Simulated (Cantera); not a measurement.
# Ignition delay

Mixture: 4.79 % CH4, 20.0 % O2, 75.2 % N2, at 270 Torr, adiabatic and at constant volume. Ignition delay is the time to a rise of 400 K.

Cantera simulation using GRI-Mech 3.0 (53 species, 325 reactions); the numbers are that mechanism's predictions, not measurements.

```csv
T0 (K),delay (ms)
1200,68.4
1300,17.0
1400,5.33
1500,2.08
1600,0.957
1700,0.491
1800,0.274
```

```json
{
 "apparent activation energy between 1600 and 1800 K": "150 kJ/mol"
}
```
